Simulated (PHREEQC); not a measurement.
NaF is added in steps, without added water, to 1 kg of water holding 0.16 mol NaH2PO4, 0.2 mol NH3 and 0.11 mol KCl, at 25 °C. O2 is buffered at 0.21 atm. CO2 from the air is kept out. The run lets Halite precipitate or redissolve, and no other solid.

Base run: PHREEQC, ion-association model, wateq4f.dat. Each further column changes one thing. The table gives NaF (mol/kgw).

```tsv
NaF added (mol)	base	all activity coefficients set to 1	Davies equation for every ion
0	0	0	0
0.03333	0.00128	0.00278	0.00155
0.06667	0.00293	0.00637	0.00358
0.1	0.00493	[?]	0.00607
0.1333	0.00725	[?]	0.00900
0.1667	0.00987	0.0215	[?]
0.2	0.0128	[?]	0.0161
0.2333	0.0160	0.0349	0.0203
0.2667	0.0194	0.0424	0.0249
0.3	0.0231	0.0505	0.0299
0.3333	0.0271	0.0590	0.0352
0.3667	0.0313	0.0681	0.0409
0.4	0.0356	0.0776	0.0469
```

Task: What belongs in the gaps?

Result: 
- 0.1, all activity coefficients set to 1: 0.0107
- 0.1333, all activity coefficients set to 1: 0.0158
- 0.1667, Davies equation for every ion: 0.0124
- 0.2, all activity coefficients set to 1: 0.0279

The ionic strength passes 0.7 mol/kgw, the rough limit of the ion-association models, in part of: base; all activity coefficients set to 1; Davies equation for every ion. H3PO4, which wateq4f.dat lacks, is added to it with the constant of phreeqc.dat.
